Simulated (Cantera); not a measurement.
Charge: 1 mol CsCl, 0.39 mol N2, 0.84 mol H2O, equilibrated at 7.50 Torr.

Cantera equilibrium calculation (NASA polynomials, part measured and part estimated; ideal gas, pure solids and liquids). Candidate condensed phases: Cs, CsCl, CsOH, H2O, NH4Cl; 37 gas species. Equilibrium is a limit: real reactors are often held back by kinetics, nucleation or transport. All values below are at 1725 °C.

Base state: CsCl 0.428, H2O 0.345, N2 0.172, HCl 0.0129, H2 0.0126, CsOH 0.00845, O2 0.00607, Cs 0.00583 (mole fractions); condensed: gas only.

Task: What changes in the equilibrium state with this change: N2 from 0.39 to 16 mol?

Result: 
| species | before | after |
|---|---|---|
| N2 | 0.172 | 0.893 |
| CsCl | 0.428 | 0.0531 |
| H2O | 0.345 | 0.0412 |
| HCl | 0.0129 | 0.00227 |
| H2 | 0.0126 | 0.00311 |
| Cs2Cl2 | 4.24e-5 | 6.53e-7 |
| CsOH | 0.00845 | 0.000712 |
| O2 | 0.00607 | 0.00142 |
| OH | 0.00491 | 0.00118 |
